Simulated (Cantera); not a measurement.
An adiabatic, constant-volume homogeneous reactor starts with H2 : O2 : N2 = 1 : 1.19 : 4.48 (molar parts), at 1025 K and 4.93 atm. Integrator tolerance rtol = 1e-08.

Detailed kinetics in Cantera: the H2/O2 subset of GRI-Mech 3.0, which has no nitrogen chemistry. The hydrogen kinetics of GRI-Mech 3.0 are dated; newer H2 mechanisms differ, most at raised pressure.

### Question
What does this change do: constant pressure in place of constant volume?

### Answer
| quantity | before | after |
|---|---|---|
| time of steepest temperature rise | 7.56 ms | 7.96 ms |
| temperature at 0.300 s | 2341 K | 2096 K |
| equilibrium temperature | 2341 K | 2096 K |
| x(H2) at 0.300 s | 0.000387 (gas-phase equilibrium 0.000387) | 0.000125 (gas-phase equilibrium 0.000125) |
| x(O2) at 0.300 s | 0.110 (gas-phase equilibrium 0.110) | 0.111 (gas-phase equilibrium 0.111) |
| x(O) at 0.300 s | 0.000645 (gas-phase equilibrium 0.000645) | 0.000202 (gas-phase equilibrium 0.000202) |
| x(HO2) at 0.300 s | 1.29e-5 (gas-phase equilibrium 1.29e-5) | 4.82e-6 (gas-phase equilibrium 4.82e-6) |
| x(H) at 0.300 s | 7.26e-5 (gas-phase equilibrium 7.26e-5) | 1.53e-5 (gas-phase equilibrium 1.53e-5) |
| x(H2O) at 0.300 s | 0.159 (gas-phase equilibrium 0.159) | 0.161 (gas-phase equilibrium 0.161) |
| x(OH) at 0.300 s | 0.00507 (gas-phase equilibrium 0.00507) | 0.00232 (gas-phase equilibrium 0.00232) |

### Question
What does this change do: O2 1.19 to 0.61 parts?

### Answer
```tsv
quantity	before	after
time of steepest temperature rise	7.56 ms	7.64 ms
temperature at 0.300 s	2341 K	2457 K
equilibrium temperature	2341 K	2457 K
x(H2) at 0.300 s	0.000387 (gas-phase equilibrium 0.000387)	0.00184 (gas-phase equilibrium 0.00184)
x(O2) at 0.300 s	0.110 (gas-phase equilibrium 0.110)	0.0191 (gas-phase equilibrium 0.0191)
x(O) at 0.300 s	0.000645 (gas-phase equilibrium 0.000645)	0.000490 (gas-phase equilibrium 0.000490)
x(HO2) at 0.300 s	1.29e-5 (gas-phase equilibrium 1.29e-5)	5.08e-6 (gas-phase equilibrium 5.08e-6)
x(H) at 0.300 s	7.26e-5 (gas-phase equilibrium 7.26e-5)	0.000270 (gas-phase equilibrium 0.000270)
x(H2O) at 0.300 s	0.159 (gas-phase equilibrium 0.159)	0.174 (gas-phase equilibrium 0.174)
x(OH) at 0.300 s	0.00507 (gas-phase equilibrium 0.00507)	0.00503 (gas-phase equilibrium 0.00503)
```

### Question
What does this change do: initial temperature 1025 to 1273 K?

### Answer
```json
[
 {"quantity": "time of steepest temperature rise", "before": "7.56 ms", "after": "8.68 µs"},
 {"quantity": "temperature at 0.300 s", "before": "2341 K", "after": "2518 K"},
 {"quantity": "equilibrium temperature", "before": "2341 K", "after": "2518 K"},
 {"quantity": "x(H2) at 0.300 s", "before": "0.000387 (gas-phase equilibrium 0.000387)", "after": "0.00102 (gas-phase equilibrium 0.00102)"},
 {"quantity": "x(O2) at 0.300 s", "before": "0.110 (gas-phase equilibrium 0.110)", "after": "0.109 (gas-phase equilibrium 0.109)"},
 {"quantity": "x(O) at 0.300 s", "before": "0.000645 (gas-phase equilibrium 0.000645)", "after": "0.00173 (gas-phase equilibrium 0.00173)"},
 {"quantity": "x(HO2) at 0.300 s", "before": "1.29e-5 (gas-phase equilibrium 1.29e-5)", "after": "1.99e-5 (gas-phase equilibrium 1.99e-5)"},
 {"quantity": "x(H) at 0.300 s", "before": "7.26e-5 (gas-phase equilibrium 7.26e-5)", "after": "0.000289 (gas-phase equilibrium 0.000289)"},
 {"quantity": "x(H2O) at 0.300 s", "before": "0.159 (gas-phase equilibrium 0.159)", "after": "0.156 (gas-phase equilibrium 0.156)"},
 {"quantity": "x(OH) at 0.300 s", "before": "0.00507 (gas-phase equilibrium 0.00507)", "after": "0.00933 (gas-phase equilibrium 0.00933)"}
]
```
